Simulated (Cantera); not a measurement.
**Equilibrium for oxide etching and cleaning by halides: CaO + F₂ + O₂**

Input: 1 mol CaO, 3.3 mol F₂, 8.1 mol O₂, equilibrated at 67.0 mbar.

Cantera equilibrium calculation (NASA polynomials, part measured and part estimated; ideal gas, pure solids and liquids). Candidate condensed phases: Ca, CaF₂, CaO; 13 gas species. The numbers say what is thermodynamically allowed, not how fast it happens.

From 602 °C to 1352 °C the condensed part is CaF₂(s). From 1427 °C to 1502 °C the condensed part is CaF₂(l).

| T (°C) | log p O₂ | log p F | log p F₂ | log p CaF₂ | log p O | log p FO₂ | log p FO | n CaF₂(s) | n CaF₂(l) |
|---|---|---|---|---|---|---|---|---|---|
| 602 | -1.29 | -2.57 | -1.90 | <-13 | -12.33 | -5.45 | -7.41 | 1.00 | 0 |
| 677 | -1.30 | -2.22 | -1.98 | <-13 | -11.15 | -5.43 | -6.94 | 1.00 | 0 |
| 752 | -1.31 | -1.96 | -2.12 | -12.36 | -10.14 | -5.47 | -6.58 | 1.00 | 0 |
| 827 | -1.33 | -1.79 | -2.36 | -10.89 | -9.27 | -5.56 | -6.32 | 1.00 | 0 |
| 902 | -1.35 | -1.70 | -2.67 | -9.62 | -8.51 | -5.69 | -6.16 | 1.00 | 0 |
| 977 | -1.35 | -1.66 | -3.03 | -8.51 | -7.84 | -5.84 | -6.05 | 1.000 | 0 |
| 1052 | -1.36 | -1.64 | -3.39 | -7.53 | -7.24 | -5.99 | -5.97 | 1.000 | 0 |
| 1127 | -1.36 | -1.64 | -3.73 | -6.66 | -6.70 | -6.13 | -5.91 | 1.000 | 0 |
| 1202 | -1.36 | -1.63 | -4.04 | -5.90 | -6.22 | -6.26 | -5.86 | 1.000 | 0 |
| 1277 | -1.36 | -1.63 | -4.33 | -5.22 | -5.79 | -6.38 | -5.81 | 0.999 | 0 |
| 1352 | -1.36 | -1.63 | -4.58 | -4.61 | -5.39 | -6.48 | -5.77 | 0.995 | 0 |
| 1427 | -1.36 | -1.63 | -4.82 | -4.06 | -5.03 | -6.58 | -5.74 | 0 | 0.983 |
| 1502 | -1.36 | -1.63 | -5.04 | -3.60 | -4.70 | -6.68 | -5.71 | 0 | 0.951 |
log p: log10 of the partial pressure in bar; n: condensed amount in mol.
